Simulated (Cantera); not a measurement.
A Cantera script and its output.

```python
import numpy as np
import cantera as ct

gas = ct.Solution("h2o2.yaml")
gas.TPX = 350, 10000, {'H2': 1, 'O2': 0.417, 'N2': 1.57}
flame = ct.FreeFlame(gas, width=0.2)
flame.set_refine_criteria(ratio=3, slope=0.08, curve=0.16)
flame.transport_model = "mixture-averaged"
flame.solve(loglevel=0, auto=True)
z, T = flame.grid, flame.T
thick = (T[-1] - T[0]) / np.gradient(T, z).max()
show = ['H2', 'O2', 'HO2', 'H2O', 'H', 'H2O2']
print(f"laminar burning velocity  {flame.velocity[0] * 100:.3f} cm/s")
print(f"burnt temperature         {T[-1]:.1f} K")
print(f"thermal thickness         {thick * 1e3:.4f} mm")
print(f"grid points               {len(z)}")
z0 = z[flame.heat_release_rate.argmax()]
print(f"{'z/mm':>9s}{'T/K':>9s}{'u/(m/s)':>9s}" + "".join(f"{s:>11s}" for s in show))
rows = []
for k in (-3, -2, -1.5, -1, -0.5, -0.25, 0, 0.25, 0.5, 1, 2, 4, 8):
    zz = z0 + k * thick
    rows.append([k * thick, np.interp(zz, z, T), np.interp(zz, z, flame.velocity),
                 *(np.interp(zz, z, flame.X[gas.species_index(s)]) for s in show)])
    print(f"{rows[-1][0] * 1e3:9.3f}{rows[-1][1]:9.1f}{rows[-1][2]:9.3f}" + "".join(f"{x:11.3e}" for x in rows[-1][3:]))
```

It prints:

```
laminar burning velocity  264.092 cm/s
burnt temperature         2327.4 K
thermal thickness         8.0309 mm
grid points               135
     z/mm      T/K  u/(m/s)         H2         O2        HO2        H2O          H       H2O2
  -24.093    350.0    2.641  3.348e-01  1.396e-01  1.817e-16  4.685e-16  7.925e-20 -2.131e-16
  -16.062    350.0    2.641  3.348e-01  1.396e-01  1.490e-14  9.059e-15  5.327e-18 -1.339e-16
  -12.046    350.0    2.641  3.348e-01  1.396e-01  2.274e-12  1.079e-12  7.337e-16  1.252e-14
   -8.031    350.0    2.641  3.348e-01  1.396e-01  1.024e-09  3.728e-10  4.567e-12  6.057e-12
   -4.015    351.5    2.650  3.341e-01  1.397e-01  1.915e-05  1.795e-05  3.365e-06  5.358e-07
   -2.008    540.6    4.003  3.088e-01  1.360e-01  5.368e-05  1.312e-02  5.404e-03  2.120e-05
    0.000   1019.7    7.288  1.755e-01  9.238e-02  1.321e-05  1.111e-01  6.118e-02  3.659e-07
    2.008   1311.6    9.271  7.017e-02  2.750e-02  3.512e-06  2.286e-01  9.692e-02  5.309e-07
    4.015   1427.0   10.020  6.314e-02  1.926e-02  2.160e-06  2.441e-01  9.078e-02  4.797e-07
    8.031   1556.7   10.836  6.679e-02  1.673e-02  1.597e-06  2.501e-01  7.714e-02  3.354e-07
   16.062   1701.0   11.717  6.989e-02  1.407e-02  1.154e-06  2.578e-01  6.226e-02  1.867e-07
   32.124   1850.6   12.602  7.133e-02  1.115e-02  8.089e-07  2.675e-01  4.777e-02  9.613e-08
   64.247   1995.7   13.434  7.105e-02  8.188e-03  5.630e-07  2.786e-01  3.477e-02  5.140e-08
```

Model: the H2/O2 subset of GRI-Mech 3.0, which has no nitrogen chemistry, integrated in Cantera. Burning velocities carry a grid error of a few per cent, more on coarse grids.
